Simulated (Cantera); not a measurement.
# Equilibrium for silicon carbide growth: CH₃SiH₃ + CH₄ + H₂

Charge: 1 mol CH₃SiH₃, 0.94 mol CH₄, 4.2 mol H₂, equilibrated at 1927 °C.

These are equilibrium values from Cantera (NASA tables, ideal gas, pure condensed phases), not measurements of a reactor. Candidate condensed phases: C, C₆H₆, C₇H₈, C₈H₁₈, Si, SiC; 87 gas species. The feed counts by its element totals alone. Gases not in the tables: Si₂H₆ and higher silanes. Equilibrium is a limit: real reactors are often held back by kinetics, nucleation or transport.

From 1.00 mbar to 1.00 bar the condensed part is C(graphite) + SiC(s). The main Si-bearing gas is Si throughout. The share of Si in condensed phases is highest at 1.00 bar (99.9 %) and lowest at 1.00 mbar (49.5 %).

```tsv
P (Pa)	x H₂	x H	x Si	x SiC₂	n C(graphite)	n SiC(s)
100	0.793	0.159	0.0396	0.00380	1.30	0.495
270	0.879	0.102	0.0147	0.00141	1.04	0.823
720	0.927	0.0639	0.00550	0.000528	0.947	0.935
1900	0.955	0.0399	0.00208	0.000200	0.914	0.975
5200	0.972	0.0244	0.000761	7.31e-5	0.902	0.990
14000	0.982	0.0149	0.000283	2.72e-5	0.897	0.996
37000	0.988	0.00920	0.000107	1.03e-5	0.894	0.998
100000	0.991	0.00561	3.96e-5	3.80e-6	0.892	0.999
```
x: gas mole fraction; n: condensed amount in mol.
